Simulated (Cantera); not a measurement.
# Hydrocarbon pyrolysis for carbon deposition

An isothermal, constant-pressure homogeneous reactor starts with C3H8 : H2 = 1 : 1.6 (molar parts), at 1800 K and 0.270 Torr.

Detailed kinetics in Cantera: GRI-Mech 3.0 (53 species, 325 reactions). GRI-Mech 3.0 was tuned for natural gas; its chemistry of propane as a main component is partial and can be far from experiment. GRI-Mech 3.0 stops at C3 and has no aromatics, soot or wall deposition, so with more carbon than oxygen in the feed, carbon stays in small species such as C2H2 where larger ones or solid carbon would form. Radical loss at walls, strong at low pressure, is not modelled.

```tsv
t (s)	x C3H8	x H2	x CH2	x CH3	x CH4	x C2H4	x H
5.00e-6	0.384	0.615	4.34e-11	0.000488	6.42e-7	1.54e-6	2.19e-6
1.64e-5	0.382	0.614	1.57e-9	0.00159	6.90e-6	1.66e-5	2.07e-5
5.41e-5	0.377	0.612	5.78e-8	0.00516	7.35e-5	0.000181	0.000151
0.000178	0.359	0.605	1.97e-6	0.0167	0.000769	0.00208	0.000648
0.000585	0.293	0.579	4.31e-5	0.0581	0.00812	0.0214	0.00173
0.00192	0.116	0.499	0.000181	0.151	0.0682	0.114	0.00527
0.00632	0.000558	0.483	0.000148	0.101	0.178	0.132	0.0117
0.0208	2.67e-7	0.562	4.80e-5	0.0317	0.171	0.0496	0.00540
0.0684	3.80e-8	0.606	1.96e-5	0.0136	0.145	0.0139	0.00296
0.225	8.03e-9	0.638	1.04e-5	0.00736	0.113	0.00351	0.00212
0.740	1.73e-9	0.669	6.65e-6	0.00428	0.0760	0.00122	0.00191
2.43	2.29e-10	0.701	4.74e-6	0.00224	0.0364	0.000307	0.00216
8.00	8.56e-12	0.722	3.32e-6	0.000842	0.00943	3.69e-5	0.00321
```
x: mole fraction; the columns are a selection and need not sum to one.

Equilibrium at this temperature and pressure: C3H8 <1e-12, H2 0.718, CH2 7.43e-8, CH3 2.94e-6, CH4 6.52e-6, C2H4 1.60e-6, H 0.0161 (gas phase only).
